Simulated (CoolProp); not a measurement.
Model: reference Helmholtz-energy equation of state, Tillner-Roth 1997, in CoolProp.

### Question
For CH2F2 (R32), give the phase and the conductivity (mW/(m K)) at 295.9 K and 6680 kPa; 320.5 K and 15.4 kPa.

### Answer
- 295.9 K and 6680 kPa: liquid; conductivity 141
- 320.5 K and 15.4 kPa: gas; conductivity 15.3

Thermal conductivity comes from a separate model (Huber 2003), an estimate that may be off by 10 % or more.
